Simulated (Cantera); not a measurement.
Input (Python, Cantera):

```python
import numpy as np
import cantera as ct

gas = ct.Solution("gri30.yaml")
gas.TPX = 1123, 310000, {'CH3OH': 1, 'O2': 1.76, 'N2': 6.64}
reactor = ct.IdealGasReactor(gas, energy="on", clone=False)
net = ct.ReactorNet([reactor])
net.rtol, net.atol = 1e-08, 1e-16
show = ['CH3OH', 'O2', 'CO2', 'CH4', 'CH2', 'H2O', 'C2H4']
times = np.geomspace(2e-06, 0.2, 16)

steps = ct.SolutionArray(gas, extra=["t"])
rows = []
print(f"{'t/s':>10s}{'T/K':>9s}{'P/Pa':>11s}" + "".join(f"{s:>11s}" for s in show))
for t in times:
    while net.time < t:
        t_next = net.step()
        steps.append(gas.state, t=t_next)
    rows.append([np.interp(t, steps.t, y) for y in (steps.T, steps.P, *steps(*show).X.T)])
    print(f"{t:10.3e}{rows[-1][0]:9.1f}{rows[-1][1]:11.4g}" + "".join(f"{x:11.3e}" for x in rows[-1][2:]))
rate = np.gradient(steps.T, steps.t)
print("integrator steps:", len(steps.t))
if steps.T.max() > steps.T[0] + 200:
    print(f"time of steepest temperature rise: {steps.t[rate.argmax()]:.4e} s")
gas.TPX = 1123, 310000, {'CH3OH': 1, 'O2': 1.76, 'N2': 6.64}
gas.equilibrate("UV")
print(f"equilibrium (UV): T = {gas.T:.1f} K  " + "  ".join(f"{s} {gas[s].X[0]:.3e}" for s in show))
```

Output:

```
       t/s      T/K       P/Pa      CH3OH         O2        CO2        CH4        CH2        H2O       C2H4
 2.000e-06   1123.0    3.1e+05  1.064e-01  1.872e-01  1.767e-10  4.848e-11  4.862e-12  2.302e-09  5.951e-18
 4.309e-06   1123.0    3.1e+05  1.064e-01  1.872e-01  3.834e-10  2.146e-10  4.862e-12  5.018e-09  3.198e-17
 9.283e-06   1123.0    3.1e+05  1.064e-01  1.872e-01  8.286e-10  9.031e-10  4.862e-12  1.088e-08  1.887e-16
 2.000e-05   1123.0    3.1e+05  1.064e-01  1.872e-01  1.788e-09  3.448e-09  4.862e-12  2.357e-08  1.056e-15
 4.309e-05   1123.0    3.1e+05  1.064e-01  1.872e-01  3.854e-09  1.126e-08  4.862e-12  5.101e-08  4.617e-15
 9.283e-05   1123.0    3.1e+05  1.064e-01  1.872e-01  8.306e-09  3.058e-08  4.862e-12  1.103e-07  1.453e-14
 2.000e-04   1123.0    3.1e+05  1.064e-01  1.872e-01  1.790e-08  7.290e-08  4.862e-12  2.383e-07  3.656e-14
 4.309e-04   1123.0    3.1e+05  1.064e-01  1.872e-01  3.856e-08  1.637e-07  4.862e-12  5.172e-07  8.363e-14
 9.283e-04   1123.0    3.1e+05  1.064e-01  1.872e-01  8.310e-08  3.571e-07  4.862e-12  1.159e-06  1.831e-13
 2.000e-03   1123.0    3.1e+05  1.064e-01  1.872e-01  1.792e-07  7.647e-07  4.862e-12  3.047e-06  3.891e-13
 4.309e-03   1123.0    3.1e+05  1.064e-01  1.872e-01  3.875e-07  1.605e-06  4.866e-12  1.273e-05  8.019e-13
 9.283e-03   1123.5  3.102e+05  1.062e-01  1.871e-01  8.843e-07  3.218e-06  4.932e-12  1.368e-04  1.617e-12
 2.000e-02   2796.9  8.322e+05  9.525e-16  2.974e-02  7.576e-02  4.009e-15  1.341e-14  1.802e-01  4.648e-23
 4.309e-02   2796.9  8.322e+05  9.525e-16  2.974e-02  7.576e-02  4.009e-15  1.341e-14  1.802e-01  4.648e-23
 9.283e-02   2796.9  8.322e+05  9.525e-16  2.974e-02  7.576e-02  4.009e-15  1.341e-14  1.802e-01  4.648e-23
 2.000e-01   2796.9  8.322e+05  9.525e-16  2.974e-02  7.576e-02  4.009e-15  1.341e-14  1.802e-01  4.648e-23
integrator steps: 2348
time of steepest temperature rise: 1.4619e-02 s
equilibrium (UV): T = 2796.9 K  CH3OH 9.921e-16  O2 2.974e-02  CO2 7.576e-02  CH4 5.230e-15  CH2 1.552e-14  H2O 1.802e-01  C2H4 5.191e-23
```

Model: GRI-Mech 3.0 (53 species, 325 reactions), integrated in Cantera. GRI-Mech 3.0 was tuned for natural gas; its chemistry of methanol as a main component is partial and can be far from experiment.
